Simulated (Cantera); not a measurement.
Source: NASA polynomial tables (part measured, part estimated), evaluated in Cantera. Values are per mole of reaction as written; species without (g) are pure solids or liquids, kept so even where they would boil at 1 bar.

6 HCl(g) + 2 BF3(g) → 6 HF(g) + 2 B + 3 Cl2(g)

```tsv
T (K)	ΔH° (kJ)	ΔS° (J/K)	ΔG° (kJ)	log10 K	condensed phases
300	1189.9	93.6	1161.8	-202.28	B(s)
423	1192.7	101.4	1149.8	-141.98	B(s)
623	?	?	?	?	B(s)
823	1198.3	111.3	1106.7	-70.24	B(s)
1023	1199.0	112.2	1084.3	-55.36	B(s)
1223	?	?	?	?	B(s)
1423	1198.9	112.1	1039.4	-38.15	B(s)
1623	1198.7	111.9	1017.0	-32.73	B(s)
1823	1198.6	111.9	994.6	-28.50	B(s)
2023	1198.8	112.0	972.2	-25.10	B(s)
2223	1199.6	112.4	949.8	-22.32	B(s)
2423	1301.5	155.8	924.1	-19.92	B(l)
```

Question: What belongs in the gaps?

Answer: 
- 623, ΔH° (kJ): 1196.3
- 623, ΔS° (J/K): 108.5
- 623, ΔG° (kJ): 1128.7
- 623, log10 K: -94.63
- 1223, ΔH° (kJ): 1199.1
- 1223, ΔS° (J/K): 112.3
- 1223, ΔG° (kJ): 1061.8
- 1223, log10 K: -45.35
